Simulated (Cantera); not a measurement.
# Thermodynamics of carbon deposition, reforming and gasification, feed C2H2 + CO2

A closed system holds: 1 mol C2H2, 0.083 mol CO2, equilibrated at 798.15 K.

Cantera equilibrium calculation (NASA polynomials, part measured and part estimated; ideal gas, pure solids and liquids). Candidate condensed phases: C, C6H6, C7H8, C8H18, H2O; 110 gas species. The ideal-gas law is rough above about 30 bar. Equilibrium is a limit: real reactors are often held back by kinetics, nucleation or transport.

| P (Pa) | x H2 | x CH4 | x H2O | x CO | x CO2 | x C2H6 | x C3H8 | x C2H4 | n C(graphite) |
|---|---|---|---|---|---|---|---|---|---|
| 10 | 0.858 | 0.000102 | 0.000298 | 0.142 | 0.000211 | <1e-12 | <1e-12 | 1.31e-11 | 1.92 |
| 56 | 0.858 | 0.000571 | 0.00164 | 0.139 | 0.00113 | 7.41e-12 | <1e-12 | 7.34e-11 | 1.92 |
| 320 | 0.857 | 0.00326 | 0.00846 | 0.126 | 0.00530 | 2.42e-10 | <1e-12 | 4.19e-10 | 1.93 |
| 1800 | 0.845 | 0.0178 | 0.0332 | 0.0888 | 0.0149 | 7.33e-9 | <1e-12 | 2.29e-9 | 1.95 |
| 10000 | 0.770 | 0.0821 | 0.0835 | 0.0443 | 0.0205 | 1.71e-7 | 1.93e-12 | 1.05e-8 | 1.94 |
| 56000 | 0.568 | 0.250 | 0.143 | 0.0184 | 0.0198 | 2.15e-6 | 1.01e-10 | 3.22e-8 | 1.84 |
| 320000 | 0.322 | 0.460 | 0.192 | 0.00758 | 0.0193 | 1.28e-5 | 1.93e-9 | 5.91e-8 | 1.74 |
| 1800000 | 0.155 | 0.602 | 0.220 | 0.00321 | 0.0194 | 4.55e-5 | 1.87e-8 | 7.74e-8 | 1.69 |
| 10000000 | 0.0698 | 0.675 | 0.234 | 0.00137 | 0.0196 | 0.000127 | 1.30e-7 | 8.68e-8 | 1.66 |
x: gas mole fraction; n: condensed amount in mol.

From 0.000100 bar to 100 bar the condensed part is C(graphite). The main C-bearing gas is CO at 0.000100 bar and CH4 at 100 bar. The share of C in condensed phases is highest at 0.0180 bar (93.6 %) and lowest at 100 bar (79.8 %).
